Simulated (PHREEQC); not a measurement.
Make-up at 25 °C: 0.085 mol Na3PO4 per kg of water. Closed to the air; pH follows from the charge balance.

Model: ion-association model, wateq4f.dat, run in PHREEQC.

| Item | Result |
|---|---|
| pH | 12.10 |
| ionic strength | 0.467 mol/kgw |
| activity of water | 0.994 |
| total alkalinity | 170 meq/kg |

```
species  molality  activity   log γ
-------  --------  --------  ------
Na+         0.253     0.180  -0.149
PO4-3      0.0655   0.00218  -1.478
OH-        0.0195    0.0124  -0.195
HPO4-2     0.0175   0.00387  -0.657
NaHPO4-   0.00195   0.00136  -0.158
H2PO4-    7.16e-8   4.98e-8  -0.158
```

This is a speciation only: nothing precipitates in the calculation. H3PO4, which wateq4f.dat lacks, is added to it with the constant of phreeqc.dat.
